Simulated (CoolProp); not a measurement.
Properties of ethane along the isobar 2820 kPa (Tc = 32.2 °C, pc = 4872 kPa, ω = 0.099).

Model: reference Helmholtz-energy equation of state, Bücker 2006, in CoolProp.

| T (°C) | phase | Joule-Thomson coefficient (K/MPa) | expansivity (1/kK) | Prandtl number |
|---|---|---|---|---|
| -58.35 | liquid | ___ | 2.723 | 2.18 |
| -41.45 | liquid | -0.2034 | 3.170 | 2.12 |
| -24.45 | liquid | -0.02278 | ___ | 2.11 |
| -7.55 | liquid | ___ | 5.328 | ___ |
| 9.35 | gas | 16.97 | 14.29 | 1.31 |
| 26.35 | gas | 13.19 | 8.439 | 1.04 |
| 43.25 | gas | 10.80 | ___ | 0.952 |
| 60.15 | gas | ___ | 5.268 | ___ |
| 77.15 | gas | ___ | 4.541 | 0.866 |
| 94.05 | gas | 6.702 | 4.027 | 0.841 |
| 110.95 | gas | 5.858 | 3.640 | 0.823 |

### Question
What belongs in the gaps?

### Answer

- -58.35, Joule-Thomson coefficient (K/MPa): -0.3180
- -24.45, expansivity (1/kK): 3.900
- -7.55, Joule-Thomson coefficient (K/MPa): 0.3028
- -7.55, Prandtl number: 2.19
- 43.25, expansivity (1/kK): 6.388
- 60.15, Joule-Thomson coefficient (K/MPa): 9.073
- 60.15, Prandtl number: 0.900
- 77.15, Joule-Thomson coefficient (K/MPa): 7.745

Viscosity comes from a separate model (Friend 1991). Thermal conductivity comes from a separate model (Friend 1991).
